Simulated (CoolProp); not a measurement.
A single-stage vapour-compression cycle with C3F8 (R218): evaporating at 280.15 K (dew point), condensing at 315.15 K (bubble point), superheat 2 K, subcooling 2 K, compressor efficiency 0.65, no pressure losses. Each further row changes one setting.

Values from CoolProp's reference Helmholtz-energy equation of state, Lemmon 2006. It is a short technical equation, of lower accuracy than the large ones.

| case | cooling COP | pressure ratio | discharge temperature (K) | refrigerating effect (kJ/kg) | volumetric capacity (kJ/m³) |
|---|---|---|---|---|---|
| as stated | 3.49 | 2.59 | 315.1 | 49.7 | 2440 |
| evaporating temperature 285.15 K | 4.37 | 2.23 | 315.1 | 52.6 | 3010 |
| condensing temperature 310.15 K | 4.43 | 2.29 | 310.1 | 55.8 | 2740 |
| subcooling 7 K | 3.93 | 2.59 | 315.1 | 55.9 | 2740 |
| superheat 12 K | 3.75 | 2.59 | 322.2 | 58.3 | 2690 |
| compressor efficiency 0.55 | 2.95 | 2.59 | 315.5 | 49.7 | 2440 |

The compression ends wet for: as stated; evaporating temperature 285.15 K; condensing temperature 310.15 K; subcooling 7 K.
